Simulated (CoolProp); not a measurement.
Vapour-liquid equilibrium of n-heptane (1) + n-dodecane (2) at 368.6 K; x and y are mole fractions of (1).

Computed with CoolProp (multi-fluid Helmholtz-energy mixture model, Span 2003 and Lemmon 2004; pair parameters Bell 2016).

### Question
Give the bubble pressure and the first vapour's composition at x = 0.2, 0.35, 0.5. Is there an azeotrope?

### Answer
x = 0.2: 19.30 kPa, y = 0.931; x = 0.35: 33.46 kPa, y = 0.967; x = 0.5: 47.50 kPa, y = 0.982. No azeotrope shows between x = 0.05 and 0.95.

The pair parameters rest on a limited set of measurements; away from them the model extrapolates. The gap from Raoult's law changes sign with composition, which may be real or a fault of the pair parameters; it wasn't checked against measurements.
